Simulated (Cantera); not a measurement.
Carbothermic reduction: PbO + CH4 + N2

A closed system holds: 1 mol PbO, 0.32 mol CH4, 2.9 mol N2, at 0.0130 bar.

Method: chemical equilibrium by Gibbs-energy minimisation in Cantera with the NASA 1993 tables (ideal gas, pure condensed phases). Candidate condensed phases: C, C6H6, C7H8, C8H18, H2O, Pb, PbO, PbO2, Pb3O4; 139 gas species. Rates play no part.

```tsv
T (K)	x N2	x Pb	x H2O	x CO	x H	x H2	x CO2	x OH	x O
2150	0.593	0.199	0.100	0.0376	0.00601	0.0264	0.0278	0.00294	0.000472
2200	0.591	0.198	0.0975	0.0388	0.00811	0.0270	0.0265	0.00409	0.000857
2250	0.589	0.196	0.0940	0.0401	0.0109	0.0278	0.0249	0.00552	0.00149
2300	0.586	0.195	0.0896	0.0417	0.0144	0.0289	0.0230	0.00721	0.00245
2350	0.582	0.194	0.0842	0.0434	0.0190	0.0303	0.0209	0.00913	0.00388
2400	0.577	0.192	0.0778	0.0451	0.0248	0.0317	0.0187	0.0112	0.00588
2450	0.571	0.190	0.0705	0.0468	0.0321	0.0331	0.0164	0.0133	0.00856
2500	0.564	0.189	0.0625	0.0483	0.0409	0.0344	0.0142	0.0154	0.0120
```
x: gas mole fraction; nothing condenses.

From 2150 K to 2500 K nothing is condensed. The main Pb-bearing gas is Pb throughout.
